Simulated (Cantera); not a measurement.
Input: 1 mol CS2, 0.78 mol O2, at 0.533 Torr.

These are equilibrium values from Cantera (NASA tables, ideal gas, pure condensed phases), not measurements of a reactor. Candidate condensed phases: C, S; 22 gas species. Gases not in the tables: S3 to S7. Kinetics and transport are ignored.

x: gas mole fraction; nothing condenses.

```
T (K)    x S2   x CO       x S    x CO2     x SO   x SO2
-----  ------  -----  --------  -------  -------  ------
1273    0.484  0.255   4.78e-5    0.239  0.00106  0.0186
1473    0.450  0.332  0.000745    0.151  0.00849  0.0554
1673    0.414  0.391   0.00595   0.0801   0.0317  0.0756
1873        ?  0.416         ?        ?        ?       ?
2073        ?  0.412         ?        ?        ?       ?
2273    0.180  0.384     0.244  0.00913    0.154  0.0274
2473   0.0725  0.349     0.395  0.00517    0.154  0.0153
```

Problem. Complete the blanks.

Solution. 
- 2073, x S2: 0.293
- 2073, x S: 0.102
- 2073, x CO2: 0.0189
- 2073, x SO: 0.125
- 2073, x SO2: 0.0484
- 1873, x S2: 0.368
- 1873, x S: 0.0298
- 1873, x CO2: 0.0396
- 1873, x SO: 0.0751
- 1873, x SO2: 0.0699
